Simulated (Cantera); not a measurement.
## Pb + CO + H₂ (metals in furnace atmospheres)

Input: 1 mol Pb, 0.33 mol CO, 200 mol H₂, held at 1300 °C.

These are equilibrium values from Cantera (NASA tables, ideal gas, pure condensed phases), not measurements of a reactor. Candidate condensed phases: C, C₆H₆, C₇H₈, C₈H₁₈, H₂O, Pb, PbO, PbO₂, Pb₃O₄; 113 gas species. The numbers say what is thermodynamically allowed, not how fast it happens.

| P (Pa) | log p H₂ | log p Pb | log p H | log p CO | log p H₂O | log p CH₄ | log p Pb₂ | log p CO₂ | n Pb(l) |
|---|---|---|---|---|---|---|---|---|---|
| 10 | -4.00 | -6.30 | -6.39 | -6.79 | -11.94 | -12.58 | -14.48 | -15.18 | 0 |
| 120 | -2.92 | -5.22 | -5.85 | -5.71 | -10.01 | -10.19 | -12.32 | -13.26 | 0 |
| 1600 | -1.80 | -4.10 | -5.29 | -4.58 | -7.84 | -7.86 | -10.07 | -11.08 | 0 |
| 19000 | -0.72 | -3.03 | -4.75 | -3.51 | -5.70 | -5.70 | -7.92 | -8.95 | 0 |
| 240000 | 0.38 | -1.92 | -4.20 | -2.44 | -3.51 | -3.51 | -5.71 | -6.79 | 0 |
| 3000000 | 1.48 | -1.32 | -3.65 | -1.73 | -1.51 | -1.51 | -4.50 | -5.18 | 0.679 |
log p: log10 of the partial pressure in bar; n: condensed amount in mol.

From 10.0 Pa to 240000 Pa nothing is condensed. At 3000000 Pa the condensed part is Pb(l). The main Pb-bearing gas is Pb throughout.
